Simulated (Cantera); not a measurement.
An isothermal, constant-pressure homogeneous reactor starts with H₂ : O₂ = 0.24 : 0.37 (molar parts), at 1100 K and 0.0133 bar.

Cantera simulation using GRI-Mech 3.0 (53 species, 325 reactions); the numbers are that mechanism's predictions, not measurements. Radical loss at walls, strong at low pressure, is not modelled. The temperature is held fixed by assumption; the heat of reaction is taken as removed at once.

x: mole fraction; the columns are a selection and need not sum to one.

```
t (s)        x H₂   x O₂     x HO₂     x H₂O       x O
--------  -------  -----  --------  --------  --------
2.00e-6     0.393  0.607  5.55e-11    <1e-12    <1e-12
7.66e-6     0.393  0.607  2.13e-10  1.58e-12  6.69e-12
2.94e-5     0.393  0.607  8.16e-10  6.35e-11  8.42e-11
0.000112    0.393  0.607   3.13e-9   2.07e-9  9.77e-10
0.000431    0.393  0.607   1.28e-8   1.85e-7   4.33e-8
0.00165     0.331  0.578   5.82e-6    0.0438   0.00928
0.00632    0.0195  0.473   1.56e-5     0.383    0.0376
0.0242          ?  0.507         ?     0.484         ?
0.0928          ?  0.510         ?     0.489         ?
0.356     5.64e-6  0.510   2.42e-7     0.490   1.01e-5
1.36      8.90e-7  0.510   4.47e-8     0.490   1.71e-6
5.22      1.83e-7  0.510   1.09e-8     0.490   3.63e-7
20.0      4.32e-8  0.510   4.73e-9     0.490   8.70e-8
```

### Question
Complete the blanks.

### Answer

- 0.0242, x H₂: 0.00174
- 0.0242, x HO₂: 1.31e-5
- 0.0242, x O: 0.00278
- 0.0928, x H₂: 6.38e-5
- 0.0928, x HO₂: 1.94e-6
- 0.0928, x O: 0.000103
